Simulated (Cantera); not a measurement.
Input: 1 mol AlN, 0.15 mol O2, 12 mol N2, 0.021 mol Cl2, held at 69.0 Pa.

Equilibrium computed with Cantera from the NASA thermochemical tables; the gas is ideal and each condensed phase is pure. Candidate condensed phases: Al, AlCl3, AlN, Al2O3; 24 gas species. Mutual solubility and eutectic melting of coexisting phases are not modelled. The tables' values for AlCl2 are old estimates; treat these amounts as uncertain. Condensed phases not in the tables: AlOCl. Kinetics and transport are ignored.

log p: log10 of the partial pressure in bar; n: condensed amount in mol.

```json
[
 {"T (K)": "923", "log p N2": "-3.16", "log p Al": "<-15", "log p Al2O": "<-15", "log p AlCl": "-12.15", "log p AlCl3": "-6.10", "log p AlCl2": "-10.35", "log p Cl": "-12.51", "n AlN(s)": "0.786", "n Al2O3(s)": "0.100"},
 {"T (K)": "1023", "log p N2": "-3.16", "log p Al": "<-15", "log p Al2O": "<-15", "log p AlCl": "-10.21", "log p AlCl3": "-6.10", "log p AlCl2": "-9.18", "log p Cl": "-11.32", "n AlN(s)": "0.786", "n Al2O3(s)": "0.100"},
 {"T (K)": "1123", "log p N2": "-3.16", "log p Al": "<-15", "log p Al2O": "<-15", "log p AlCl": "-8.63", "log p AlCl3": "-6.10", "log p AlCl2": "-8.23", "log p Cl": "-10.35", "n AlN(s)": "0.786", "n Al2O3(s)": "0.100"},
 {"T (K)": "1223", "log p N2": "-3.16", "log p Al": "-13.67", "log p Al2O": "<-15", "log p AlCl": "-7.31", "log p AlCl3": "-6.12", "log p AlCl2": "-7.44", "log p Cl": "-9.54", "n AlN(s)": "0.785", "n Al2O3(s)": "0.100"},
 {"T (K)": "1323", "log p N2": "-3.16", "log p Al": "-11.60", "log p Al2O": "-13.83", "log p AlCl": "-6.25", "log p AlCl3": "-6.29", "log p AlCl2": "-6.88", "log p Cl": "-8.90", "n AlN(s)": "0.779", "n Al2O3(s)": "0.100"},
 {"T (K)": "1423", "log p N2": "-3.16", "log p Al": "-9.83", "log p Al2O": "-11.56", "log p AlCl": "-5.68", "log p AlCl3": "-7.45", "log p AlCl2": "-7.08", "log p Cl": "-8.69", "n AlN(s)": "0.761", "n Al2O3(s)": "0.1000"},
 {"T (K)": "1523", "log p N2": "-3.16", "log p Al": "[?]", "log p Al2O": "[?]", "log p AlCl": "-5.63", "log p AlCl3": "[?]", "log p AlCl2": "-8.13", "log p Cl": "[?]", "n AlN(s)": "0.758", "n Al2O3(s)": "0.1000"},
 {"T (K)": "1623", "log p N2": "-3.16", "log p Al": "[?]", "log p Al2O": "[?]", "log p AlCl": "-5.62", "log p AlCl3": "[?]", "log p AlCl2": "-9.14", "log p Cl": "[?]", "n AlN(s)": "0.756", "n Al2O3(s)": "0.0999"},
 {"T (K)": "1723", "log p N2": "-3.16", "log p Al": "-5.76", "log p Al2O": "-6.37", "log p AlCl": "-5.63", "log p AlCl3": "-13.88", "log p AlCl2": "-10.04", "log p Cl": "-9.45", "n AlN(s)": "0.717", "n Al2O3(s)": "0.0975"},
 {"T (K)": "1823", "log p N2": "-3.18", "log p Al": "-4.70", "log p Al2O": "-5.02", "log p AlCl": "-5.65", "log p AlCl3": "<-15", "log p AlCl2": "-10.90", "log p Cl": "-9.69", "n AlN(s)": "0.141", "n Al2O3(s)": "0.0401"}
]
```

Task: Fill in the missing entries.

Result: 
- 1623, log p Al: -6.95
- 1623, log p Al2O: -7.89
- 1623, log p AlCl3: -11.96
- 1623, log p Cl: -9.21
- 1523, log p Al: -8.29
- 1523, log p Al2O: -9.60
- 1523, log p AlCl3: -9.79
- 1523, log p Cl: -8.95
